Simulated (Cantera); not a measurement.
Input: 1 mol CuO, 1.1 mol F2, held at 823 K.

These are equilibrium values from Cantera (NASA tables, ideal gas, pure condensed phases), not measurements of a reactor. Candidate condensed phases: Cu, CuF2, CuO, Cu2O; 13 gas species. Rates play no part.

Problem. At 100000 Pa, list the 4 most abundant gas species with their mole fractions, and the condensed phases.

Solution. O2 0.831, F2 0.164, F 0.00475, FO2 0.000185. Condensed: CuF2(s).
